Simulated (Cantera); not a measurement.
Cantera run:

```python
import numpy as np
import cantera as ct

gas_names = """
    H HO2 H2 H2O H2O2 O OH O2 O3 Si SiH SiH2 SiH3 SiH4 SiO SiO2 Si2 Si3
""".split()
cond_names = """
    H2O(s) H2O(L) Si(cr) Si(L) SiO2(Lqz) SiO2(hqz) SiO2(L)
""".split()


def load(file, names, dense=False):
    # The tables refer to 1 bar. Condensed volumes are neglected.
    table = {s.name: s for s in ct.Species.list_from_file(file)}
    out = []
    for n in names:
        d = dict(table[n].input_data)
        d["thermo"] = dict(d["thermo"], **{"reference-pressure": 1e5})
        if dense:
            d["equation-of-state"] = {"model": "constant-volume", "density": "1e6 g/cm^3"}
        out.append(ct.Species.from_dict(d))
    return out


gas = ct.Solution(thermo="ideal-gas", species=load("nasa_gas.yaml", gas_names))
cond = {s.name: ct.Solution(thermo="fixed-stoichiometry", species=[s], name=s.name)
        for s in load("nasa_condensed.yaml", cond_names, dense=True)}
atoms = {
    'Si2H6': {'Si': 2, 'H': 6},
    'O2': {'O': 2},
    'H2O': {'H': 2, 'O': 1},
}
top_T = {}  # K; cautious upper limits of use, not melting points


def equilibrate(T, P, feed):
    n = {}
    for name, mol in feed.items():
        for a, k in atoms[name].items():
            n[a] = n.get(a, 0.0) + k * mol
    gas.TPX = T, P, n
    mass = sum(n.values()) * gas.mean_molecular_weight
    gas.equilibrate("TP")
    valid = [c for c in cond.values() if c.min_temp <= T <= top_T.get(c.name, c.max_temp)]
    mix = ct.Mixture([(gas, mass / gas.mean_molecular_weight)] + [(c, 0.0) for c in valid])
    mix.T, mix.P = T, P
    mix.equilibrate("TP", solver="vcs", rtol=1e-11, max_steps=5000)
    return mix


results = []
feed = {'Si2H6': 1, 'O2': 0.68, 'H2O': 0.52}  # mol
T = 750  # K
P = 180  # Pa
mix = equilibrate(T, P, feed)
results.append((T, P, feed, dict(zip(mix.species_names, mix.species_moles))))
x = sorted(zip(gas.X, gas.species_names), reverse=True)
print(f"T = {T:g} K  P = {P:g} Pa  gas = {mix.phase_moles(0):.4g} mol")
print("   x: " + "  ".join(f"{s} {v:.3e}" for v, s in x if v > 0.001))
print("   condensed (mol): " + ("  ".join(f"{mix.phase(i).name} {mix.phase_moles(i):.4g}"
      for i in range(1, mix.n_phases) if mix.phase_moles(i) > 1e-12) or "none"))
```

Result:

```
T = 750 K  P = 180 Pa  gas = 3.52 mol
   x: H2 1.000e+00
   condensed (mol): Si(cr) 1.06  SiO2(Lqz) 0.94
```

Cantera equilibrium calculation (NASA polynomials, part measured and part estimated; ideal gas, pure solids and liquids). The feed counts by its element totals alone.
